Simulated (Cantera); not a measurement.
# Hydrocarbon pyrolysis for carbon deposition

An isothermal, constant-pressure homogeneous reactor starts with 43.5 % C₂H₆, 56.5 % N₂, at 1875 K and 6.53 Torr.

Computed with Cantera and GRI-Mech 3.0 (53 species, 325 reactions). GRI-Mech 3.0 stops at C3 and has no aromatics, soot or wall deposition, so with more carbon than oxygen in the feed, carbon stays in small species such as C2H2 where larger ones or solid carbon would form. Radical loss at walls, strong at low pressure, is not modelled.

```csv
t (s),x C₂H₆,x C₂H,x H₂,x C₂H₄,x HCN
4.00e-5,0.323,5.80e-9,0.0124,0.00883,4.74e-8
0.000225,0.0331,1.59e-5,0.149,0.116,2.08e-6
0.00126,0.000214,2.09e-5,0.325,0.0322,5.09e-6
0.00711,3.28e-5,1.02e-5,0.380,0.00339,5.75e-6
0.0400,7.84e-6,9.35e-6,0.420,0.000624,6.81e-6
0.225,4.77e-7,1.46e-5,0.455,5.02e-5,1.17e-5
1.26,2.00e-9,2.79e-5,0.461,1.34e-5,3.35e-5
7.11,5.63e-11,2.87e-5,0.462,1.31e-5,5.47e-5
40.0,4.13e-11,2.87e-5,0.462,1.31e-5,0.000105
```
x: mole fraction; the columns are a selection and need not sum to one.

Equilibrium at this temperature and pressure: C₂H₆ 3.39e-11, C₂H 2.07e-5, H₂ 0.462, C₂H₄ 9.51e-6, HCN 0.128 (gas phase only).
